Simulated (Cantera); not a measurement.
# Silicon epitaxy and polysilicon growth: SiH2Cl2 + Cl2 + N2

Charge: 1 mol SiH2Cl2, 0.0037 mol Cl2, 10 mol N2, held at 0.0330 bar.

These are equilibrium values from Cantera (NASA tables, ideal gas, pure condensed phases), not measurements of a reactor. Candidate condensed phases: NH4Cl, Si, Si3N4; 28 gas species. N2 is the only nitrogen source here; it is nearly inert below about 1500 K, so the nitride shown seldom forms there in practice. The tables' values for SiCl3 are old estimates; treat these amounts as uncertain. Equilibrium is a limit: real reactors are often held back by kinetics, nucleation or transport.

From 800 K to 1475 K the condensed part is Si3N4(s). The main Si-bearing gas is SiCl4 at 800 K and SiCl2 at 1475 K. The share of Si in condensed phases is highest at 1250 K (83.4 %) and lowest at 1475 K (73.1 %).

```csv
T (K),x N2,x HCl,x H2,x SiCl4,x SiCl2,x SiCl3,x SiHCl3,x Cl,n Si3N4(s)
800,0.842,0.0995,0.0390,0.0197,1.02e-10,1.34e-7,6.97e-6,8.33e-12,0.259
875,0.840,0.105,0.0361,0.0182,3.81e-9,1.10e-6,1.37e-5,1.51e-10,0.265
950,0.839,0.110,0.0338,0.0170,7.94e-8,6.37e-6,2.41e-5,1.74e-9,0.269
1025,0.838,0.114,0.0319,0.0161,1.05e-6,2.85e-5,3.88e-5,1.40e-8,0.273
1100,0.838,0.117,0.0303,0.0152,9.73e-6,0.000103,5.84e-5,8.53e-8,0.275
1175,0.837,0.119,0.0291,0.0144,6.70e-5,0.000314,8.28e-5,4.12e-7,0.277
1250,0.836,0.121,0.0281,0.0134,0.000360,0.000820,0.000111,1.64e-6,0.278
1325,0.836,0.121,0.0277,0.0118,0.00154,0.00183,0.000138,5.50e-6,0.276
1400,0.834,0.119,0.0283,0.00912,0.00522,0.00335,0.000153,1.56e-5,0.266
1475,0.832,0.113,0.0309,0.00537,0.0134,0.00460,0.000139,3.72e-5,0.244
```
x: gas mole fraction; n: condensed amount in mol.
